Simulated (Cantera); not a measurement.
# Equilibrium for carbothermic reduction: CuO + CH₄ + CO

Input: 1 mol CuO, 1.6 mol CH₄, 0.62 mol CO, equilibrated at 13.0 Pa.

Method: chemical equilibrium by Gibbs-energy minimisation in Cantera with the NASA 1993 tables (ideal gas, pure condensed phases). Candidate condensed phases: C, C₆H₆, C₇H₈, C₈H₁₈, Cu, CuO, Cu(OH)₂, Cu₂O, H₂O; 113 gas species. The numbers say what is thermodynamically allowed, not how fast it happens.

```csv
T (K),x H₂,x CO,x Cu,x H,x C₂H₂ (acetylene),x Cu₂,n C(graphite),n Cu(s),n Cu(l)
923,0.664,0.336,4.22e-9,1.75e-8,7.91e-11,<1e-12,0.600,1.00,0
1023,0.664,0.336,2.96e-7,2.96e-7,1.39e-9,<1e-12,0.600,1.000,0
1123,0.664,0.336,9.64e-6,3.04e-6,1.46e-8,1.05e-10,0.600,1.000,0
1223,0.664,0.336,0.000176,2.15e-5,1.04e-7,6.50e-9,0.600,0.999,0
1323,0.662,0.335,0.00206,0.000113,5.47e-7,2.11e-7,0.600,0.990,0
1423,0.653,0.331,0.0161,0.000471,2.24e-6,3.72e-6,0.600,0,0.921
1523,0.601,0.305,0.0926,0.00157,7.10e-6,4.20e-5,0.600,0,0.507
1623,0.546,0.278,0.171,0.00448,1.90e-5,5.58e-5,0.600,0,0
1723,0.541,0.277,0.171,0.0118,4.89e-5,2.40e-5,0.599,0,0
1823,0.528,0.275,0.169,0.0276,0.000112,1.12e-5,0.599,0,0
```
x: gas mole fraction; n: condensed amount in mol.

From 923 K to 1323 K the condensed part is C(graphite) + Cu(s). From 1423 K to 1523 K the condensed part is C(graphite) + Cu(l). From 1623 K to 1823 K the condensed part is C(graphite).
